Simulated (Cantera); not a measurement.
A perfectly stirred reactor is fed with CH4 : N2 = 1 : 3.7 (molar parts), at 1.00 atm; it is held at 1750 K, and followed from long to short residence time.

Model: GRI-Mech 3.0 (53 species, 325 reactions), integrated in Cantera. GRI-Mech 3.0 stops at C3 and has no aromatics, soot or wall deposition, so with more carbon than oxygen in the feed, carbon stays in small species such as C2H2 where larger ones or solid carbon would form.

Task: What does this change do: CH4 1 to 4.9 parts?

Result: 
```json
[
 {"quantity": "x(CH4) at τ = 1.20 s", "before": "0.0116", "after": "0.0262"},
 {"quantity": "x(C2H2) at τ = 1.20 s", "before": "0.0822", "after": "0.171"},
 {"quantity": "x(H2) at τ = 1.20 s", "before": "0.248", "after": "0.518"},
 {"quantity": "x(H) at τ = 1.20 s", "before": "0.000111", "after": "0.000162"},
 {"quantity": "x(HCN) at τ = 1.20 s", "before": "4.07e-6", "after": "1.27e-6"},
 {"quantity": "x(CH4) at τ = 8.60 ms", "before": "0.107", "after": "0.244"},
 {"quantity": "x(C2H2) at τ = 8.60 ms", "before": "0.0406", "after": "0.0982"},
 {"quantity": "x(H2) at τ = 8.60 ms", "before": "0.127", "after": "0.307"},
 {"quantity": "x(H) at τ = 8.60 ms", "before": "5.44e-5", "after": "8.59e-5"},
 {"quantity": "x(HCN) at τ = 8.60 ms", "before": "1.51e-7", "after": "4.52e-8"}
]
```
